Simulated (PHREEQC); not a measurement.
Solution (20 °C): 27 mmol/kgw HF and 0.078 mmol/kgw NH4F. Closed to the air; pH follows from the charge balance.

All values are PHREEQC results (ion-association model, wateq4f.dat), not measurements.

| quantity | before | after |
|---|---|---|
| pH | 2.40 | 2.79 |
| ionic strength (mol/kgw) | 0.00428 | 0.00171 |
| HF (mol/kgw) | 0.0200 | 0.00360 |
| F- (mol/kgw) | 0.00398 | 0.00169 |
| H2F2 (mol/kgw) | 0.00125 | 4.04e-5 |
| HF2- (mol/kgw) | 0.000293 | 2.24e-5 |

### Question
Name the change that produced these shifts.
A. diluted 5-fold with water
B. NH4F from 7.8e-05 to 0.000117 mol/kgw
C. temperature from 20 to 75 °C
D. NH4F from 7.8e-05 to 3.9e-05 mol/kgw

### Answer
A, diluted 5-fold with water

This is a speciation only: nothing precipitates in the calculation. wateq4f.dat counts part of the HF as a dimer, H2F2, which phreeqc.dat doesn't know; its constant is uncertain.
